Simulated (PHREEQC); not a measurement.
Make-up at 55 °C: 0.01 mol/kgw CaSO4, 2.7e-05 mol/kgw CO2 and 0.0046 mol/kgw NaCl. Closed to the air; pH follows from the charge balance.

All values are PHREEQC results (ion-association model, phreeqc.dat), not measurements.

Each row changes one thing in this solution. Precipitation was switched off in this run.

```csv
case,pH,ionic strength (mol/kgw),Ca+2 (mol/kgw),SO4-2 (mol/kgw),CaSO4 (mol/kgw),HSO4- (mol/kgw),SI of Gypsum (CaSO4:2H2O)
as made,5.58,0.0333,0.00721,0.00711,0.00279,2.25e-6,-0.25
temperature from 55 to 70 °C,5.63,0.0329,0.00713,0.00703,0.00287,2.92e-6,-0.22
temperature from 55 to 65 °C,5.61,0.0330,0.00716,0.00706,0.00284,2.68e-6,-0.23
CO2 left out,6.68,0.0333,0.00721,0.00711,0.00279,1.77e-7,-0.25
NaCl left out,5.58,0.0282,0.00705,0.00705,0.00295,2.28e-6,-0.23
diluted 10-fold with water,6.04,0.00406,0.000900,0.000898,9.95e-5,1.33e-7,-1.70
diluted 2-fold with water,5.71,0.0178,0.00389,0.00386,0.00111,1.02e-6,-0.66
NaCl from 0.0046 to 0.00414 mol/kgw,5.58,0.0328,0.00720,0.00711,0.00280,2.25e-6,-0.25
NaCl replaced by NaHS at the same molality,8.45,0.0332,0.00720,0.00712,0.00279,3.00e-9,-0.25
```

At this temperature some constants are extrapolated from 25 °C, and those without enthalpy data are left unchanged.
